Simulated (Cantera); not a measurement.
## Premixed flame

A freely propagating, adiabatic, planar premixed flame of 33.2 % H₂, 17.1 % O₂, 49.8 % N₂, equivalence ratio 0.97, unburnt at 600 K and 2.70 bar; mixture-averaged transport, grid criteria slope 0.08 and curve 0.16, no radiation.

Model: the H2/O2 subset of GRI-Mech 3.0, which has no nitrogen chemistry, integrated in Cantera. The hydrogen kinetics of GRI-Mech 3.0 are dated; newer H2 mechanisms differ, most at raised pressure. Burning velocities carry a grid error of a few per cent, more on coarse grids.

```tsv
z (mm)	T (K)	u (m/s)	x H₂	x O₂	x H₂O	x OH	x O	x H₂O₂
-0.359	600	9.27	0.332	0.171	<1e-8	<1e-8	<1e-8	<1e-8
-0.239	600	9.27	0.332	0.171	<1e-8	<1e-8	<1e-8	<1e-8
-0.180	600	9.27	0.332	0.171	<1e-8	<1e-8	<1e-8	<1e-8
-0.120	600	9.27	0.332	0.171	3.16e-7	<1e-8	<1e-8	<1e-8
-0.0598	616	9.45	0.326	0.172	0.000507	3.04e-5	5.90e-6	4.04e-6
-0.0299	857	12.7	0.287	0.168	0.0211	0.00127	0.000405	4.33e-5
0	1362	19.5	0.178	0.125	0.117	0.00552	0.00614	1.46e-5
0.0299	1726	24.3	0.0848	0.0626	0.225	0.0152	0.0138	4.28e-6
0.0598	1908	26.6	0.0596	0.0407	0.262	0.0212	0.0155	2.50e-6
0.120	2099	29.0	0.0527	0.0321	0.280	0.0251	0.0136	1.46e-6
0.239	2288	31.2	0.0480	0.0273	0.297	0.0264	0.0102	9.71e-7
0.479	2460	33.1	0.0411	0.0228	0.315	0.0255	0.00699	7.61e-7
0.958	2598	34.5	0.0335	0.0190	0.332	0.0231	0.00455	7.05e-7
```
x: mole fraction of selected species; z is measured from the peak of heat release.

laminar burning velocity: 927 cm/s
thermal thickness: 0.120 mm
peak x(OH): 0.0264
peak x(O): 0.0155
peak x(H₂O₂): 4.39e-5
grid points: 124
